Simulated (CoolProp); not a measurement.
The fluid at 525.96 K and 0.173 MPa expands adiabatically to 0.0176 MPa with isentropic efficiency 0.7. The same conditions are run with several fluids, on thermodynamics alone (safety and materials aside).

The numbers come from the reference Helmholtz-energy equation of state of each fluid (n-octane: Beckmüller 2019; water: Wagner 2002; propylene: Lemmon 2013; methane: Setzmann 1991; o-xylene: Zhou 2012) in CoolProp.

Rank n-octane, water, propylene, methane, o-xylene by work (kJ/kg), highest first.

methane (354), water (299), propylene (150), o-xylene (62.0), n-octane (58.4)

```
fluid      final temperature (K)  final density (kg/m³)
---------  ---------------------  ---------------------
n-octane                   501.6                  0.484
water                      369.0                  0.104
propylene                  458.2                  0.195
methane                    397.3                 0.0855
o-xylene                   492.6                  0.458
```
